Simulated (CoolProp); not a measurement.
Methanol along the isobar 13.7 MPa: density (kg/m³) from the reference equation and from simpler models built on Tc = 513.4 K, pc = 8.216 MPa, ω = 0.565; each cubic takes its own stable root.

Model: reference Helmholtz-energy equation of state, de Reuck 1993, in CoolProp.

```tsv
T (K)	phase	reference	van der Waals	Redlich-Kwong	Soave-Redlich-Kwong	Peng-Robinson
407.4	liquid	693.3	346.6	481.0	518.1	584.8
431	liquid	664.0	333.4	454.9	489.4	552.4
454.6	liquid	629.8	318.9	425.9	455.8	514.0
478.3	liquid	588.0	302.7	393.0	415.1	466.8
501.9	liquid	533.6	284.2	355.0	364.3	406.9
525.5	supercritical	450.5	262.5	309.1	296.0	325.5
549.1	supercritical	286.0	235.9	251.8	208.7	223.6
572.8	supercritical	172.4	202.8	192.0	152.9	162.1
596.4	supercritical	136.7	167.9	153.8	126.6	133.4
620	supercritical	119.1	142.0	131.7	110.9	116.3
```
